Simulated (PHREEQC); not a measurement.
Make-up at 14 °C: 31.5 mmol/kgw SrCl2, 14 mmol/kgw CO2 and 1 mmol/kgw KCl. Closed to the air; pH follows from the charge balance.

The numbers come from PHREEQC with the ion-association model, phreeqc.dat.

This is a speciation only: nothing precipitates in the calculation.

Problem. Predict the pH, density, specific conductance.

Solution. pH 4.10; density 1.004 g/cm³; specific conductance 5200 µS/cm.

Constants without temperature data keep their 25 °C values here.
